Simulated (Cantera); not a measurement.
An isothermal plug-flow reactor at 1100 K and 2.76 atm (inlet), inlet velocity 4 m/s, active area per volume 130 1/m; feed CH₄ : O₂ : N₂ : H₂O = 0.0081 : 0.13 : 0.79 : 0.053 (molar parts), equivalence ratio 0.12.

Computed with Cantera and Deutschmann's 1995 Pt surface mechanism with GRI-Mech 3.0 gas chemistry. Catalytic surfaces can have several steady states; this one follows from the mechanism file's or the stated starting coverage. Mass transfer to the wall is taken as infinitely fast.

**Question.** What does this change do: area per volume 130 to 41 1/m?

**Answer.** 
```json
[
 {"quantity": "x(CH₄) at z = 0.049 m", "before": "0.00685", "after": "0.00777"},
 {"quantity": "x(O₂) at z = 0.049 m", "before": "0.130", "after": "0.132"},
 {"quantity": "x(H₂O) at z = 0.049 m", "before": "0.0566", "after": "0.0549"},
 {"quantity": "x(CO₂) at z = 0.049 m", "before": "0.00123", "after": "0.000407"},
 {"quantity": "x(CO) at z = 0.049 m", "before": "6.67e-6", "after": "6.52e-6"},
 {"quantity": "θ(free Pt) at the exit", "before": "0.229", "after": "0.229"},
 {"quantity": "θ(O*) at the exit", "before": "0.765", "after": "0.766"},
 {"quantity": "θ(OH*) at the exit", "before": "0.00546", "after": "0.00537"}
]
```

**Question.** What does this change do: inlet velocity 4 to 6.3 m/s?

**Answer.** 
```tsv
quantity	before	after
x(CH₄) at z = 0.049 m	0.00685	0.00737
x(O₂) at z = 0.049 m	0.130	0.131
x(H₂O) at z = 0.049 m	0.0566	0.0557
x(CO₂) at z = 0.049 m	0.00123	0.000801
x(CO) at z = 0.049 m	6.67e-6	5.67e-6
θ(free Pt) at the exit	0.229	0.229
θ(O*) at the exit	0.765	0.766
θ(OH*) at the exit	0.00546	0.00541
```
